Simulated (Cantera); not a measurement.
Premixed flame

A freely propagating, adiabatic, planar premixed flame of 40.5 % H2, 10.6 % O2, 40.0 % N2, 8.90 % H2O, unburnt at 548 K and 2480 Torr; mixture-averaged transport, grid criteria slope 0.08 and curve 0.16, no radiation.

Model: the H2/O2 subset of GRI-Mech 3.0, which has no nitrogen chemistry, integrated in Cantera. The hydrogen kinetics of GRI-Mech 3.0 are dated; newer H2 mechanisms differ, most at raised pressure. Burning velocities carry a grid error of a few per cent, more on coarse grids.

```json
[
 {"z (mm)": "-0.255", "T (K)": "548", "u (m/s)": "6.26", "x H2": "0.405", "x O2": "0.106", "x H2O": "0.0890", "x OH": "<1e-8", "x O": "<1e-8", "x H": "<1e-8"},
 {"z (mm)": "-0.170", "T (K)": "548", "u (m/s)": "6.26", "x H2": "0.405", "x O2": "0.106", "x H2O": "0.0890", "x OH": "<1e-8", "x O": "<1e-8", "x H": "<1e-8"},
 {"z (mm)": "-0.128", "T (K)": "548", "u (m/s)": "6.26", "x H2": "0.404", "x O2": "0.106", "x H2O": "0.0890", "x OH": "<1e-8", "x O": "<1e-8", "x H": "<1e-8"},
 {"z (mm)": "-0.0851", "T (K)": "549", "u (m/s)": "6.27", "x H2": "0.404", "x O2": "0.107", "x H2O": "0.0892", "x OH": "<1e-8", "x O": "3.42e-8", "x H": "<1e-8"},
 {"z (mm)": "-0.0426", "T (K)": "598", "u (m/s)": "6.72", "x H2": "0.392", "x O2": "0.107", "x H2O": "0.0929", "x OH": "3.65e-5", "x O": "8.05e-6", "x H": "5.15e-5"},
 {"z (mm)": "-0.0213", "T (K)": "855", "u (m/s)": "9.33", "x H2": "0.358", "x O2": "0.100", "x H2O": "0.119", "x OH": "0.000740", "x O": "0.000177", "x H": "0.00261"},
 {"z (mm)": "0", "T (K)": "1233", "u (m/s)": "13.1", "x H2": "0.300", "x O2": "0.0748", "x H2O": "0.179", "x OH": "0.00150", "x O": "0.00114", "x H": "0.0156"},
 {"z (mm)": "0.0213", "T (K)": "1510", "u (m/s)": "15.9", "x H2": "0.241", "x O2": "0.0391", "x H2O": "0.249", "x OH": "0.00299", "x O": "0.00202", "x H": "0.0329"},
 {"z (mm)": "0.0426", "T (K)": "1662", "u (m/s)": "17.4", "x H2": "0.208", "x O2": "0.0156", "x H2O": "0.294", "x OH": "0.00405", "x O": "0.00166", "x H": "0.0419"},
 {"z (mm)": "0.0851", "T (K)": "1792", "u (m/s)": "18.7", "x H2": "0.193", "x O2": "0.00253", "x H2O": "0.321", "x OH": "0.00456", "x O": "0.000888", "x H": "0.0408"},
 {"z (mm)": "0.170", "T (K)": "1892", "u (m/s)": "19.6", "x H2": "0.196", "x O2": "0.000439", "x H2O": "0.327", "x OH": "0.00412", "x O": "0.000491", "x H": "0.0306"},
 {"z (mm)": "0.341", "T (K)": "1974", "u (m/s)": "20.4", "x H2": "0.202", "x O2": "0.000178", "x H2O": "0.331", "x OH": "0.00316", "x O": "0.000235", "x H": "0.0203"},
 {"z (mm)": "0.681", "T (K)": "2034", "u (m/s)": "20.9", "x H2": "0.206", "x O2": "7.01e-5", "x H2O": "0.334", "x OH": "0.00212", "x O": "9.25e-5", "x H": "0.0123"}
]
```
x: mole fraction of selected species; z is measured from the peak of heat release.

```json
{
 "laminar_burning_velocity": "626 cm/s",
 "thermal_thickness": "0.0851 mm",
 "peak x(OH)": "0.00456",
 "peak x(O)": "0.00203",
 "peak x(H)": "0.0431",
 "grid_points": "112"
}
```
